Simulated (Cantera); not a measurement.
Cantera run:

```python
import numpy as np
import cantera as ct

gas_names = """
    CL CL2 H HCL H2 N NH NH2 NH3 N2 N2H2 N2H4 Si SiCL SiCL2 SiCL3 SiCL4 SiH SiHCL3 SiH2 SiH2CL2 SiH3
    SiH3CL SiH4 SiN Si2 Si2N Si3
""".split()
cond_names = """
    NH4CL(a) NH4CL(b) Si(cr) Si(L) Si3N4(a)
""".split()


# ... load() reads the species with a 1 bar reference pressure and builds the phases ...
atoms = {
    'SiH2Cl2': {'Si': 1, 'H': 2, 'CL': 2},
    'HCl': {'H': 1, 'CL': 1},
    'N2': {'N': 2},
}
top_T = {'Si3N4(a)': 2400}  # K; cautious upper limits of use, not melting points


# ... equilibrate(T, P, feed) seeds the gas with the atoms and calls Mixture.equilibrate('TP', solver="vcs", rtol=1e-11, max_steps=5000) ...
results = []
P = 2200  # Pa
for T in [1550, 1575, 1600, 1625, 1650, 1675, 1700, 1725, 1750]:
    for m in [0.5, 0.95, 1.4, 1.9, 2.3, 2.8, 3.2, 3.7]:
        feed = {'SiH2Cl2': 1, 'HCl': m, 'N2': 6}  # mol
        mix = equilibrate(T, P, feed)
        results.append((T, P, feed, dict(zip(mix.species_names, mix.species_moles))))

for T, P, feed, n in results:
    print(f"{T:7g} {feed['HCl']:10.4g}  " + (" + ".join(c for c in cond_names if n.get(c, 0) > 1e-12) or "gas only"))
```

It prints:

```
   1550        0.5  Si3N4(a)
   1550       0.95  Si3N4(a)
   1550        1.4  Si3N4(a)
   1550        1.9  Si3N4(a)
   1550        2.3  Si3N4(a)
   1550        2.8  gas only
   1550        3.2  gas only
   1550        3.7  gas only
   1575        0.5  Si3N4(a)
   1575       0.95  Si3N4(a)
   1575        1.4  Si3N4(a)
   1575        1.9  Si3N4(a)
   1575        2.3  Si3N4(a)
   1575        2.8  gas only
   1575        3.2  gas only
   1575        3.7  gas only
   1600        0.5  Si3N4(a)
   1600       0.95  Si3N4(a)
   1600        1.4  Si3N4(a)
   1600        1.9  Si3N4(a)
   1600        2.3  gas only
   1600        2.8  gas only
   1600        3.2  gas only
   1600        3.7  gas only
   1625        0.5  Si3N4(a)
   1625       0.95  Si3N4(a)
   1625        1.4  Si3N4(a)
   1625        1.9  gas only
   1625        2.3  gas only
   1625        2.8  gas only
   1625        3.2  gas only
   1625        3.7  gas only
   1650        0.5  Si3N4(a)
   1650       0.95  Si3N4(a)
   1650        1.4  Si3N4(a)
   1650        1.9  gas only
   1650        2.3  gas only
   1650        2.8  gas only
   1650        3.2  gas only
   1650        3.7  gas only
   1675        0.5  Si3N4(a)
   1675       0.95  Si3N4(a)
   1675        1.4  gas only
   1675        1.9  gas only
   1675        2.3  gas only
   1675        2.8  gas only
   1675        3.2  gas only
   1675        3.7  gas only
   1700        0.5  Si3N4(a)
   1700       0.95  Si3N4(a)
   1700        1.4  gas only
   1700        1.9  gas only
   1700        2.3  gas only
   1700        2.8  gas only
   1700        3.2  gas only
   1700        3.7  gas only
   1725        0.5  Si3N4(a)
   1725       0.95  Si3N4(a)
   1725        1.4  gas only
   1725        1.9  gas only
   1725        2.3  gas only
   1725        2.8  gas only
   1725        3.2  gas only
   1725        3.7  gas only
   1750        0.5  Si3N4(a)
   1750       0.95  gas only
   1750        1.4  gas only
   1750        1.9  gas only
   1750        2.3  gas only
   1750        2.8  gas only
   1750        3.2  gas only
   1750        3.7  gas only
```

Equilibrium computed with Cantera from the NASA thermochemical tables; the gas is ideal and each condensed phase is pure. The tables' values for SiCl3 are old estimates.
